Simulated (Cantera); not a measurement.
## Gas-phase reforming

An isothermal, constant-pressure homogeneous reactor starts with CH₄ : H₂O : H₂ = 1 : 1 : 0.78 (molar parts), at 1725 K and 5.90 bar.

Computed with Cantera and GRI-Mech 3.0 (53 species, 325 reactions).

| t (s) | x CH₄ | x H₂O | x H₂ | x C₂H₆ | x OH | x CH₃ | x CH₂ |
|---|---|---|---|---|---|---|---|
| 5.00e-6 | 0.359 | 0.360 | 0.281 | 4.60e-5 | 1.11e-6 | 0.000400 | 2.21e-8 |
| 1.55e-5 | 0.358 | 0.360 | 0.281 | 0.000347 | 1.60e-6 | 0.000580 | 4.61e-8 |
| 4.82e-5 | 0.355 | 0.359 | 0.283 | 0.000891 | 1.93e-6 | 0.000695 | 6.62e-8 |
| 0.000150 | 0.345 | 0.357 | 0.291 | 0.00105 | 2.03e-6 | 0.000717 | 7.25e-8 |
| 0.000464 | 0.317 | 0.350 | 0.315 | 0.000876 | 1.98e-6 | 0.000655 | 6.87e-8 |
| 0.00144 | 0.254 | 0.333 | 0.373 | 0.000537 | 1.85e-6 | 0.000518 | 6.28e-8 |
| 0.00447 | 0.164 | 0.306 | 0.456 | 0.000225 | 1.69e-6 | 0.000334 | 5.55e-8 |
| 0.0139 | 0.0945 | 0.276 | 0.526 | 9.50e-5 | 1.56e-6 | 0.000197 | 4.84e-8 |
| 0.0431 | 0.0759 | 0.238 | 0.567 | 7.02e-5 | 1.34e-6 | 0.000158 | 3.88e-8 |
| 0.134 | 0.0691 | 0.177 | 0.616 | 5.46e-5 | 9.57e-7 | 0.000137 | 2.54e-8 |
| 0.415 | 0.0556 | 0.109 | 0.675 | 3.27e-5 | 5.63e-7 | 0.000105 | 1.41e-8 |
| 1.29 | 0.0380 | 0.0576 | 0.724 | 1.44e-5 | 2.87e-7 | 6.95e-5 | 7.42e-9 |
| 4.00 | 0.0223 | 0.0276 | 0.756 | 4.77e-6 | 1.34e-7 | 4.00e-5 | 3.85e-9 |
x: mole fraction; the columns are a selection and need not sum to one.

Equilibrium at this temperature and pressure: CH₄ 0.00124, H₂O 0.00118, H₂ 0.789, C₂H₆ 1.44e-8, OH 5.62e-9, CH₃ 2.18e-6, CH₂ 2.00e-10 (gas phase only).
